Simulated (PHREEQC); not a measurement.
1 kg of water holding 0.024 mol/kgw NaCl and 0.11 mol/kgw Na2SO4 is evaporated at 40 °C; the solids stay in contact with the brine. No CO2 enters from the air. Only these solids could form: Halite, Mirabilite, Thenardite.

The series has 24 steps of water left (kg), from 1 to 0.01099.

Equilibrium calculation in PHREEQC: Pitzer model, pitzer.dat.

Problem. Which solids form, in which order, and at which step of the series does each first stand?

Solution. Thenardite from water left = 0.03564 kg.

Complexes and solids missing from the database can't appear. At this temperature some constants are extrapolated from 25 °C, and those without enthalpy data are left unchanged.
